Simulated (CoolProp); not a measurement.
R245fa at 293.15 K and 0.0332 MPa flows at 10 m/s in a round tube of 10 mm bore and 0.25 µm roughness, fully developed (64/Re and Nu = 3.66 if laminar; Colebrook and Gnielinski if turbulent). Each further row changes one setting.

The numbers come from the reference Helmholtz-energy equation of state, Akasaka 2015 in CoolProp.

```tsv
case	Reynolds number	Darcy friction factor	pressure drop (Pa/m)	heat-transfer coefficient (W/(m² K))	mass flow (kg/h)
as stated	15900	0.0274	254	62.6	5.23
velocity 20 m/s	31900	0.0232	859	108	10.5
diameter 20 mm	31900	0.0232	107	53.7	20.9
```

Viscosity comes from a separate model (Bell 2016), an estimate that may be off by 10 % or more. Thermal conductivity comes from a separate model (Huber 2003), an estimate that may be off by 10 % or more.
